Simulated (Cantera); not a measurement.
Feed: 1 mol SiC, 0.0012 mol O₂, 31 mol H₂, at 1548.15 K and 1.50 mbar.

Equilibrium computed with Cantera from the NASA thermochemical tables; the gas is ideal and each condensed phase is pure. Candidate condensed phases: C, C₆H₆, C₇H₈, C₈H₁₈, H₂O, Si, SiC, SiO₂; 123 gas species. Kinetics and transport are ignored.

Base state: H₂ 0.999, H 0.000796, CO 4.08e-5, SiO 3.66e-5 (mole fractions); condensed: SiC(s).

Task: What changes in the equilibrium state with this change: O₂ from 0.0012 to 0.43 mol?

Result: 
```tsv
species	before	after
H₂	0.999	0.972
CO	4.08e-5	0.0135
SiO	3.66e-5	0.0135
H	0.000796	0.000785
SiC(s), mol	0.999	0.570
```
